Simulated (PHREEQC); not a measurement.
PHREEQC input (ion-association model, wateq4f.dat):

```
SOLUTION_MASTER_SPECIES
  An  An-  0  An  62.0  # stands for a non-complexing anion
SOLUTION_SPECIES
  An- = An-
    -log_k 0
    -gamma 3.0 0
PHASES
  Fix_H+
    H+ = H+
    -log_k 0
SOLUTION 1
  temp 25
  units mmol/kgw
  pH 7 charge
  Cl 0.152
  Ca 0.076
  F 0.0017
  Na 100.002
  An 100
END
SELECTED_OUTPUT 1
  -reset false
  -pH true
  -pe true
  -ionic_strength true
  -water true
  -totals Ca Cl F Na
  -molalities Hfo_wOH Hfo_wOH2+ Hfo_wO- Hfo_sOH Hfo_sOH2+ Hfo_sO- Hfo_sOHCa+2 Hfo_wOCa+ Hfo_wF Hfo_wOHF-
  -saturation_indices Fluorite Portlandite Halite
USER_PUNCH 1
  -headings sigma psi
  10 PUNCH EDL("sigma", "Hfo"), EDL("psi", "Hfo")
PRINT
  -reset false
USE solution 1
SURFACE 1
  Hfo_wOH 0.0002 600 0.089
  Hfo_sOH 5e-06
EQUILIBRIUM_PHASES 1
  Fix_H+ -4 HAn 10
    -force_equality true
  O2(g) -0.68 10
END
# ... the last block is repeated for the other 16 points of pH, with NaOH or the acid as the point needs
```

Selected output (columns that matter, 17 of 17 rows; pH added in front):

```
pH	mu	Ca	F	Na	m_Hfo_wOH	m_Hfo_wOH2+	m_Hfo_wO-	m_Hfo_sOH	m_Hfo_sOH2+	si_Fluorite	si_Portlandite	si_Halite	sigma	psi
4	0.10044	7.6e-05	8.1457e-07	0.1	2.6325e-05	0.0001727	9.1928e-08	6.6105e-07	4.3366e-06	-6.4611	-19.331	-6.6237	0.31943	0.1463
4.5	0.10034	7.6e-05	8.9571e-07	0.1	5.1495e-05	0.00014729	4.1243e-07	1.2925e-06	3.697e-06	-6.3185	-18.331	-6.6236	0.27156	0.13805
5	0.1003	7.6e-05	1.0541e-06	0.1	8.0928e-05	0.00011715	1.2808e-06	2.0296e-06	2.9379e-06	-6.1572	-17.331	-6.6236	0.21402	0.12597
5.5	0.10028	7.5999e-05	1.249e-06	0.1	0.00010772	8.8834e-05	2.9925e-06	2.6984e-06	2.2253e-06	-6.0034	-16.331	-6.6236	0.15847	0.11084
6	0.10026	7.5994e-05	1.4293e-06	0.1	0.00012807	6.5958e-05	5.6971e-06	3.2022e-06	1.6492e-06	-5.8843	-15.331	-6.6236	0.11127	0.093359
6.5	0.10025	7.5968e-05	1.5597e-06	0.1	0.00014136	4.9191e-05	9.3063e-06	3.5146e-06	1.223e-06	-5.8079	-14.331	-6.6236	0.07377	0.073853
7	0.10024	7.5826e-05	1.6358e-06	0.1	0.00014886	3.754e-05	1.3523e-05	3.5991e-06	9.0761e-07	-5.7672	-13.332	-6.6235	0.044964	0.052548
7.5	0.10023	7.5104e-05	1.6729e-06	0.1	0.0001525	2.9116e-05	1.8297e-05	3.1779e-06	6.0676e-07	-5.7518	-12.336	-6.6235	0.02304	0.030118
8	0.10023	7.2924e-05	1.6887e-06	0.10001	0.00015312	2.1963e-05	2.4455e-05	1.8239e-06	2.6162e-07	-5.7563	-11.348	-6.6235	0.005724	0.0078876
8.5	0.10023	6.874e-05	1.6954e-06	0.10003	0.00014883	1.5599e-05	3.2531e-05	5.8405e-07	6.1212e-08	-5.7786	-10.374	-6.6234	-0.0099679	-0.013629
9	0.10023	5.7183e-05	1.698e-06	0.10007	0.00013163	8.7138e-06	4.5555e-05	1.9662e-07	1.3016e-08	-5.8572	-9.4541	-6.6233	-0.024139	-0.031402
9.5	0.10024	3.7231e-05	1.6991e-06	0.10014	9.6578e-05	3.2268e-06	6.6219e-05	1.2035e-07	4.0209e-09	-6.043	-8.6406	-6.623	-0.035254	-0.043414
10	0.10032	1.9533e-05	1.6996e-06	0.10027	5.9829e-05	9.3705e-07	8.751e-05	1.0339e-07	1.6194e-09	-6.3233	-7.921	-6.6224	-0.046101	-0.053527
10.5	0.10059	9.0372e-06	1.6999e-06	0.10058	3.3346e-05	2.4484e-07	0.00010404	9.8692e-08	7.2465e-10	-6.6593	-7.2569	-6.6213	-0.05881	-0.063643
11	0.10149	4.293e-06	1.6999e-06	0.1015	1.6842e-05	5.6187e-08	0.00011565	9.4091e-08	3.139e-10	-6.987	-6.5837	-6.618	-0.072781	-0.072954
11.5	0.10434	2.5607e-06	1.7e-06	0.10436	7.3231e-06	1.0005e-08	0.00012279	8.0722e-08	1.1029e-10	-7.2252	-5.819	-6.608	-0.085167	-0.079596
12	0.11344	2.1915e-06	1.7e-06	0.11346	2.6604e-06	1.2877e-09	0.00012591	5.4135e-08	2.6203e-11	-7.3347	-4.9193	-6.578	-0.094474	-0.082515
```
